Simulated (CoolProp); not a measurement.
R142b along the isobar 6.06 MPa: fugacity coefficient from the reference equation and from simpler models built on Tc = 410.3 K, pc = 4.055 MPa, ω = 0.232; each cubic takes its own stable root.

Values from CoolProp's reference Helmholtz-energy equation of state, Lemmon 2006. It is a short technical equation, of lower accuracy than the large ones.

```
T (K)          phase  reference
-----  -------------  ---------
215.1         liquid   0.001727
233.3         liquid   0.004999
251.5         liquid    0.01202
269.7         liquid    0.02500
287.9         liquid    0.04629
306.1         liquid    0.07805
324.4         liquid     0.1221
342.6         liquid     0.1786
360.8         liquid     0.2473
379           liquid     0.3267
397.2         liquid     0.4139
415.4  supercritical     0.5043
433.6  supercritical     0.5888
451.8  supercritical     0.6523
470    supercritical     0.6998
```

Q: How far does each simpler model (van der Waals, Redlich-Kwong, Soave-Redlich-Kwong, Peng-Robinson) lie from the reference over these 15 states: mean and median of the absolute difference, and the worst?

A: 
- van der Waals: mean 321.1 %, median 74.1 %, worst +2043.6 % at 215.1 K and 6.06 MPa
- Redlich-Kwong: mean 36.2 %, median 22.8 %, worst +119.7 % at 215.1 K and 6.06 MPa
- Soave-Redlich-Kwong: mean 3.1 %, median 3.3 %, worst +4.5 % at 360.8 K and 6.06 MPa
- Peng-Robinson: mean 1.2 %, median 0.7 %, worst +4.3 % at 215.1 K and 6.06 MPa
